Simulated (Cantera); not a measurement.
Cantera run:

```python
import numpy as np
import cantera as ct

gas_names = """
    CL CL2 H HCL H2 N NH NH2 NH3 N2 N2H2 N2H4 Si SiCL SiCL2 SiCL3 SiCL4 SiH SiHCL3 SiH2 SiH2CL2 SiH3
    SiH3CL SiH4 SiN Si2 Si2N Si3
""".split()
cond_names = """
    NH4CL(a) NH4CL(b) Si(cr) Si(L) Si3N4(a)
""".split()


# ... load() reads the species with a 1 bar reference pressure and builds the phases ...
atoms = {
    'Si2Cl6': {'Si': 2, 'CL': 6},
    'NH3': {'N': 1, 'H': 3},
    'N2': {'N': 2},
}
top_T = {'Si3N4(a)': 2400}  # K; cautious upper limits of use, not melting points


# ... equilibrate(T, P, feed) seeds the gas with the atoms and calls Mixture.equilibrate('TP', solver="vcs", rtol=1e-11, max_steps=5000) ...
results = []
feed = {'Si2Cl6': 1, 'NH3': 4, 'N2': 8.1}  # mol
P = 10000  # Pa
for T in [1273, 1348, 1423, 1498, 1573, 1648, 1723, 1798, 1873, 1948, 2023]:
    mix = equilibrate(T, P, feed)
    results.append((T, P, feed, dict(zip(mix.species_names, mix.species_moles))))
    x = sorted(zip(gas.X, gas.species_names), reverse=True)
    print(f"T = {T:g} K  P = {P:g} Pa  gas = {mix.phase_moles(0):.4g} mol")
    print("   x: " + "  ".join(f"{s} {v:.3e}" for v, s in x if v > 0.0001))
    print("   condensed (mol): " + ("  ".join(f"{mix.phase(i).name} {mix.phase_moles(i):.4g}"
          for i in range(1, mix.n_phases) if mix.phase_moles(i) > 1e-12) or "none"))
```

It prints:

```
T = 1273 K  P = 10000 Pa  gas = 17.69 mol
   x: N2 5.062e-01  HCL 2.781e-01  H2 2.000e-01  SiCL4 1.424e-02  SiCL3 7.838e-04  SiHCL3 4.092e-04  SiCL2 2.828e-04
   condensed (mol): Si3N4(a) 0.574
T = 1348 K  P = 10000 Pa  gas = 17.71 mol
   x: N2 5.056e-01  HCL 2.798e-01  H2 1.987e-01  SiCL4 1.253e-02  SiCL3 1.690e-03  SiCL2 1.145e-03  SiHCL3 5.048e-04
   condensed (mol): Si3N4(a) 0.573
T = 1423 K  P = 10000 Pa  gas = 17.76 mol
   x: N2 5.057e-01  HCL 2.774e-01  H2 1.989e-01  SiCL4 1.039e-02  SiCL2 3.842e-03  SiCL3 3.177e-03  SiHCL3 5.786e-04
   condensed (mol): Si3N4(a) 0.5602
T = 1498 K  P = 10000 Pa  gas = 17.86 mol
   x: N2 5.068e-01  HCL 2.674e-01  H2 2.019e-01  SiCL2 1.058e-02  SiCL4 7.618e-03  SiCL3 5.024e-03  SiHCL3 5.915e-04
   condensed (mol): Si3N4(a) 0.5249
T = 1573 K  P = 10000 Pa  gas = 18.04 mol
   x: N2 5.093e-01  HCL 2.468e-01  H2 2.089e-01  SiCL2 2.343e-02  SiCL3 6.373e-03  SiCL4 4.558e-03  SiHCL3 5.115e-04
   condensed (mol): Si3N4(a) 0.4569
T = 1648 K  P = 10000 Pa  gas = 18.28 mol
   x: N2 5.133e-01  H2 2.200e-01  HCL 2.160e-01  SiCL2 4.165e-02  SiCL3 6.372e-03  SiCL4 2.149e-03  SiHCL3 3.653e-04  H 1.321e-04  CL 1.017e-04
   condensed (mol): Si3N4(a) 0.3586
T = 1723 K  P = 10000 Pa  gas = 18.54 mol
   x: N2 5.181e-01  H2 2.331e-01  HCL 1.804e-01  SiCL2 6.164e-02  SiCL3 5.238e-03  SiCL4 8.354e-04  H 2.784e-04  SiHCL3 2.224e-04  CL 1.668e-04
   condensed (mol): Si3N4(a) 0.2465
T = 1798 K  P = 10000 Pa  gas = 18.79 mol
   x: N2 5.229e-01  H2 2.460e-01  HCL 1.459e-01  SiCL2 8.008e-02  SiCL3 3.794e-03  H 5.523e-04  SiCL4 2.910e-04  CL 2.508e-04  SiHCL3 1.225e-04
   condensed (mol): Si3N4(a) 0.1381
T = 1873 K  P = 10000 Pa  gas = 19 mol
   x: N2 5.270e-01  H2 2.571e-01  HCL 1.161e-01  SiCL2 9.540e-02  SiCL3 2.562e-03  H 1.035e-03  CL 3.538e-04  SiCL 2.369e-04
   condensed (mol): Si3N4(a) 0.04298
T = 1948 K  P = 10000 Pa  gas = 19.11 mol
   x: N2 5.284e-01  H2 2.612e-01  HCL 1.034e-01  SiCL2 1.019e-01  H 1.826e-03  SiCL3 1.807e-03  SiCL 5.578e-04  CL 5.420e-04  Si 2.268e-04
   condensed (mol): none
T = 2023 K  P = 10000 Pa  gas = 19.15 mol
   x: N2 5.275e-01  H2 2.589e-01  HCL 1.057e-01  SiCL2 1.007e-01  H 3.056e-03  SiCL3 1.403e-03  SiCL 9.960e-04  CL 9.268e-04  Si 5.689e-04
   condensed (mol): Si(L) 0.01042
```

Method: chemical equilibrium by Gibbs-energy minimisation in Cantera with the NASA 1993 tables (ideal gas, pure condensed phases). The feed counts by its element totals alone. The tables' values for SiCl3, SiCl, SiN are old estimates; treat these amounts as uncertain. Gases not in the tables: Si2H6 and higher silanes.
